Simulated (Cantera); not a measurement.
# trisilylamine + NH₃ + N₂ (silicon nitride deposition)

Feed: 1 mol trisilylamine, 2.5 mol NH₃, 1.5 mol N₂, at 12.0 mbar.

These are equilibrium values from Cantera (NASA tables, ideal gas, pure condensed phases), not measurements of a reactor. Candidate condensed phases: Si, Si₃N₄; 18 gas species. The feed counts by its element totals alone. Mutual solubility and eutectic melting of coexisting phases are not modelled. The tables' values for SiN are old estimates; treat these amounts as uncertain. Gases not in the tables: Si₂H₆ and higher silanes. The numbers say what is thermodynamically allowed, not how fast it happens.

From 1623 K to 1673 K the condensed part is Si₃N₄(s). At 1723 K the condensed part is Si(l) + Si₃N₄(s). From 1773 K to 2173 K the condensed part is Si(l). The main Si-bearing gas is Si throughout.

```json
[
 {"T (K)": "1623", "x H₂": "0.868", "x N₂": "0.132", "x H": "0.000588", "x Si": "5.58e-6", "x SiH": "1.14e-6", "x Si₂": "6.86e-9", "x Si₂N": "1.29e-7", "x SiN": "1.75e-7", "n Si₃N₄(s)": "1.000", "n Si(l)": "0"},
 {"T (K)": "1673", "x H₂": "0.867", "x N₂": "0.132", "x H": "0.000968", "x Si": "2.56e-5", "x SiH": "4.42e-6", "x Si₂": "7.25e-8", "x Si₂N": "8.93e-7", "x SiN": "6.75e-7", "n Si₃N₄(s)": "1.000", "n Si(l)": "0"},
 {"T (K)": "1723", "x H₂": "0.801", "x N₂": "0.197", "x H": "0.00149", "x Si": "8.19e-5", "x SiH": "1.16e-5", "x Si₂": "3.88e-7", "x Si₂N": "3.93e-6", "x SiN": "2.24e-6", "n Si₃N₄(s)": "0.611", "n Si(l)": "1.17"},
 {"T (K)": "1773", "x H₂": "0.715", "x N₂": "0.282", "x H": "0.00220", "x Si": "0.000178", "x SiH": "2.03e-5", "x Si₂": "9.87e-7", "x Si₂N": "8.22e-6", "x SiN": "4.96e-6", "n Si₃N₄(s)": "0", "n Si(l)": "3.00"},
 {"T (K)": "1823", "x H₂": "0.714", "x N₂": "0.282", "x H": "0.00334", "x Si": "0.000368", "x SiH": "3.64e-5", "x Si₂": "2.38e-6", "x Si₂N": "1.39e-5", "x SiN": "8.87e-6", "n Si₃N₄(s)": "0", "n Si(l)": "2.99"},
 {"T (K)": "1873", "x H₂": "0.712", "x N₂": "0.282", "x H": "0.00497", "x Si": "0.000735", "x SiH": "6.33e-5", "x Si₂": "5.49e-6", "x Si₂N": "2.29e-5", "x SiN": "1.54e-5", "n Si₃N₄(s)": "0", "n Si(l)": "2.99"},
 {"T (K)": "1923", "x H₂": "0.710", "x N₂": "0.281", "x H": "0.00725", "x Si": "0.00141", "x SiH": "0.000107", "x Si₂": "1.21e-5", "x Si₂N": "3.66e-5", "x SiN": "2.59e-5", "n Si₃N₄(s)": "0", "n Si(l)": "2.98"},
 {"T (K)": "1973", "x H₂": "0.706", "x N₂": "0.280", "x H": "0.0104", "x Si": "0.00263", "x SiH": "0.000175", "x Si₂": "2.55e-5", "x Si₂N": "5.71e-5", "x SiN": "4.24e-5", "n Si₃N₄(s)": "0", "n Si(l)": "2.96"},
 {"T (K)": "2023", "x H₂": "0.701", "x N₂": "0.279", "x H": "0.0145", "x Si": "0.00474", "x SiH": "0.000280", "x Si₂": "5.19e-5", "x Si₂N": "8.70e-5", "x SiN": "6.77e-5", "n Si₃N₄(s)": "0", "n Si(l)": "2.94"},
 {"T (K)": "2073", "x H₂": "0.694", "x N₂": "0.277", "x H": "0.0200", "x Si": "0.00831", "x SiH": "0.000436", "x Si₂": "0.000102", "x Si₂N": "0.000130", "x SiN": "0.000105", "n Si₃N₄(s)": "0", "n Si(l)": "2.89"},
 {"T (K)": "2123", "x H₂": "0.683", "x N₂": "0.274", "x H": "0.0271", "x Si": "0.0142", "x SiH": "0.000663", "x Si₂": "0.000194", "x Si₂N": "0.000189", "x SiN": "0.000161", "n Si₃N₄(s)": "0", "n Si(l)": "2.81"},
 {"T (K)": "2173", "x H₂": "0.668", "x N₂": "0.270", "x H": "0.0360", "x Si": "0.0236", "x SiH": "0.000985", "x Si₂": "0.000358", "x Si₂N": "0.000270", "x SiN": "0.000239", "n Si₃N₄(s)": "0", "n Si(l)": "2.68"}
]
```
x: gas mole fraction; n: condensed amount in mol.
